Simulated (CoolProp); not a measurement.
1-butene at several states: fugacity coefficient from the reference equation and from simpler models built on Tc = 146.1 °C, pc = 40.06 bar, ω = 0.192; each cubic takes its own stable root.

The numbers come from the reference Helmholtz-energy equation of state, Lemmon 2005 in CoolProp. It is a short technical equation, of lower accuracy than the large ones.

| T (°C) | p (bar) | phase | reference |
|---|---|---|---|
| -94.75 | 3.52 | liquid | 0.001160 |
| 207.55 | 10.2 | gas | 0.9442 |
| -40.45 | 92.3 | liquid | 0.003393 |
| -18.95 | 153 | liquid | 0.007131 |
| -106.75 | 2.86 | liquid | 0.0003909 |
| -131.45 | 35.6 | liquid | 1.205e-6 |

Question: How far does each simpler model (van der Waals, Soave-Redlich-Kwong) lie from the reference over these 6 states: mean and median of the absolute difference, and the worst?

Answer: 
- van der Waals: mean 29602.8 %, median 4744.2 %, worst +149941.5 % at -131.45 °C and 35.6 bar
- Soave-Redlich-Kwong: mean 2.7 %, median 1.2 %, worst +9.0 % at -131.45 °C and 35.6 bar
